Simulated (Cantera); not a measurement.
A perfectly stirred reactor is fed with CO : H₂ : O₂ : N₂ = 1 : 0.03 : 0.286 : 1.08 (molar parts), equivalence ratio 1.8, at 0.480 bar; it is adiabatic with a 550 K inlet, and is followed from long to short residence time, starting on the burning branch (τ in s: 0.48, 0.2, 0.082, 0.034, 0.014, 0.0057, 0.0023, 0.00096, 0.0004, 0.00016, 6.7e-05, 2.8e-05).

Computed with Cantera and GRI-Mech 3.0 (53 species, 325 reactions).

### Question
What does this change do: pressure from 0.480 bar to 6.20 bar?

### Answer
```json
[
 {"quantity": "blow-out, bracketed by the residence times tried", "before": "burning at 0.400 ms, out at 0.160 ms", "after": "burning at 28.0 µs, the shortest tried"},
 {"quantity": "x(CO) at τ = 0.480 s", "before": "0.220", "after": "0.216"},
 {"quantity": "x(H₂) at τ = 0.480 s", "before": "0.00167", "after": "0.00170"},
 {"quantity": "x(O₂) at τ = 0.480 s", "before": "0.00194", "after": "0.000171"},
 {"quantity": "x(CO₂) at τ = 0.480 s", "before": "0.251", "after": "0.257"},
 {"quantity": "x(N₂O) at τ = 0.480 s", "before": "4.22e-8", "after": "5.20e-8"},
 {"quantity": "x(CO) at τ = 2.30 ms", "before": "0.263", "after": "0.221"},
 {"quantity": "x(H₂) at τ = 2.30 ms", "before": "0.00150", "after": "0.00166"},
 {"quantity": "x(O₂) at τ = 2.30 ms", "before": "0.0230", "after": "0.00251"},
 {"quantity": "x(CO₂) at τ = 2.30 ms", "before": "0.188", "after": "0.251"},
 {"quantity": "x(N₂O) at τ = 2.30 ms", "before": "7.83e-8", "after": "2.69e-7"}
]
```
The hydrogen kinetics of GRI-Mech 3.0 are dated; newer H2 mechanisms differ, most at raised pressure.

### Question
What does this change do: pressure from 0.480 bar to 4.80 bar?

### Answer
```tsv
quantity	before	after
blow-out, bracketed by the residence times tried	burning at 0.400 ms, out at 0.160 ms	burning at 28.0 µs, the shortest tried
x(CO) at τ = 0.480 s	0.220	0.216
x(H₂) at τ = 0.480 s	0.00167	0.00169
x(O₂) at τ = 0.480 s	0.00194	0.000218
x(CO₂) at τ = 0.480 s	0.251	0.257
x(N₂O) at τ = 0.480 s	4.22e-8	5.16e-8
x(CO) at τ = 2.30 ms	0.263	0.223
x(H₂) at τ = 2.30 ms	0.00150	0.00166
x(O₂) at τ = 2.30 ms	0.0230	0.00335
x(CO₂) at τ = 2.30 ms	0.188	0.248
x(N₂O) at τ = 2.30 ms	7.83e-8	2.64e-7
```
The hydrogen kinetics of GRI-Mech 3.0 are dated; newer H2 mechanisms differ, most at raised pressure.
